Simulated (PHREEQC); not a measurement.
Make-up at 25 °C: 6.7e-05 mol/kgw CaSO4, 0.13 mol/kgw Na2SO4 and 5.2e-05 mol/kgw MgSO4. Closed to the air; pH follows from the charge balance.

Computed with PHREEQC (ion-association model, phreeqc.dat).

Each row changes one thing in this solution. Precipitation was switched off in this run.

| case | pH | ionic strength (mol/kgw) | Na+ (mol/kgw) | SO4-2 (mol/kgw) | NaSO4- (mol/kgw) | CaSO4 (mol/kgw) | SI of Gypsum (CaSO4:2H2O) |
|---|---|---|---|---|---|---|---|
| as made | 7.24 | 0.333 | 0.231 | 0.101 | 0.0288 | 3.56e-5 | -2.09 |
| MgSO4 from 5.2e-05 to 5.2e-06 mol/kgw | 7.54 | 0.333 | 0.231 | 0.101 | 0.0288 | 3.56e-5 | -2.09 |
| diluted 5-fold with water | 7.13 | 0.0732 | 0.0496 | 0.0236 | 0.00241 | 5.63e-6 | -2.91 |
| Na2SO4 from 0.13 to 0.117 mol/kgw | 7.23 | 0.302 | … | … | 0.0246 | 3.52e-5 | -2.10 |
| MgSO4 left out | 7.24 | 0.333 | 0.231 | 0.101 | 0.0288 | 3.56e-5 | -2.09 |
| Na2SO4 replaced by Na3PO4 at the same molality | 12.05 | … | 0.388 | 8.72e-5 | 3.18e-5 | 2.29e-11 | -8.24 |
| 0.0014 mol/kgw LiCl added | 7.24 | 0.334 | 0.231 | 0.101 | 0.0287 | 3.56e-5 | -2.09 |
| MgSO4 replaced by (NH4)2SO4 at the same molality | … | 0.333 | 0.231 | 0.101 | 0.0288 | 3.56e-5 | -2.09 |
| 0.0038 mol/kgw Ca(OH)2 added | 11.70 | 0.337 | … | 0.0998 | 0.0283 | 0.00200 | -0.34 |

### Question
Complete the blanks.

### Answer

- Na2SO4 from 0.13 to 0.117 mol/kgw, Na+ (mol/kgw): 0.209
- Na2SO4 from 0.13 to 0.117 mol/kgw, SO4-2 (mol/kgw): 0.0925
- Na2SO4 replaced by Na3PO4 at the same molality, ionic strength (mol/kgw): 0.737
- MgSO4 replaced by (NH4)2SO4 at the same molality, pH: 7.01
- 0.0038 mol/kgw Ca(OH)2 added, Na+ (mol/kgw): 0.232

The ionic strength passes 0.7 mol/kgw, the rough limit of the ion-association models, in Na2SO4 replaced by Na3PO4 at the same molality. Some of these states are supersaturated (in Hydroxyapatite, for instance).
